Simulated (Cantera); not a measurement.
A perfectly stirred reactor is fed with 45.5 % C2H6, 54.5 % N2, at 2670 Pa; it is held at 1600 K, and followed from long to short residence time.

Computed with Cantera and GRI-Mech 3.0 (53 species, 325 reactions). GRI-Mech 3.0 stops at C3 and has no aromatics, soot or wall deposition, so with more carbon than oxygen in the feed, carbon stays in small species such as C2H2 where larger ones or solid carbon would form. Radical loss at walls, strong at low pressure, is not modelled.

**Question.** Predict: x(C2H6) at τ = 25.0 s; x(CH4) at τ = 25.0 s; x(CH2) at τ = 25.0 s; x(C2H2) at τ = 25.0 s; x(H) at τ = 25.0 s; x(C2H6) at τ = 0.270 s; x(CH4) at τ = 0.270 s; x(CH2) at τ = 0.270 s; x(C2H2) at τ = 0.270 s; x(H) at τ = 0.270 s.

**Answer.** 
```
Property                  Result
----------------------  --------
x(C2H6) at τ = 25.0 s    1.04e-5
x(CH4) at τ = 25.0 s      0.0156
x(CH2) at τ = 25.0 s     1.21e-7
x(C2H2) at τ = 25.0 s      0.234
x(H) at τ = 25.0 s      0.000305
x(C2H6) at τ = 0.270 s  0.000638
x(CH4) at τ = 0.270 s     0.0682
x(CH2) at τ = 0.270 s    1.51e-6
x(C2H2) at τ = 0.270 s     0.216
x(H) at τ = 0.270 s     0.000534
```
